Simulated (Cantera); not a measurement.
Feed: 1 mol SiC, a varied amount of H2O, 400 mol H2, 0.32 mol N2O, equilibrated at 1152 °C and 0.650 Pa.

These are equilibrium values from Cantera (NASA tables, ideal gas, pure condensed phases), not measurements of a reactor. Candidate condensed phases: C, C6H6, C7H8, C8H18, H2O, Si, SiC, SiO2, Si2N2O, Si3N4; 151 gas species. Rates play no part.

Problem. What share of the Si ends up in condensed phases as a function of n(H2O) (mol), at 0.0012, 0.0023, 0.0043, 0.0081, 0.015, 0.029, 0.054, 0.1, 0.19, 0.36, 0.67, 1.3, 2.4?

Solution. 
| n(H2O) (mol) | Si condensed (%) | as |
|---|---|---|
| 0.0012 | 83.2 | SiC(s) |
| 0.0023 | 83.2 | SiC(s) |
| 0.0043 | 83.1 | SiC(s) |
| 0.0081 | 82.9 | SiC(s) |
| 0.015 | 82.5 | SiC(s) |
| 0.029 | 81.8 | SiC(s) |
| 0.054 | 80.6 | SiC(s) |
| 0.1 | 78.3 | SiC(s) |
| 0.19 | 73.8 | SiC(s) |
| 0.36 | 65.3 | SiC(s) |
| 0.67 | 49.8 | SiC(s) |
| 1.3 | 18.3 | SiC(s) |
| 2.4 | 0.0 | - |
